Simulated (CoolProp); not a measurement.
CH3F (R41) at 293.15 K and 1.76 MPa is throttled through a valve to 1.14 MPa with no heat exchange. Each further row changes one setting.

Model: reference Helmholtz-energy equation of state, Lemmon 2006, in CoolProp. It is a short technical equation, of lower accuracy than the large ones.

| case | temperature change (K) | final density (kg/m³) |
|---|---|---|
| as stated | [?] | [?] |
| outlet pressure 0.342 MPa | [?] | [?] |
| outlet pressure 1.48 MPa | -5.1 | [?] |

**Question.** What belongs in the gaps?

**Answer.** 
- as stated, temperature change (K): -11.8
- as stated, final density (kg/m³): 18.9
- outlet pressure 0.342 MPa, temperature change (K): -30.1
- outlet pressure 0.342 MPa, final density (kg/m³): 5.57
- outlet pressure 1.48 MPa, final density (kg/m³): 24.8
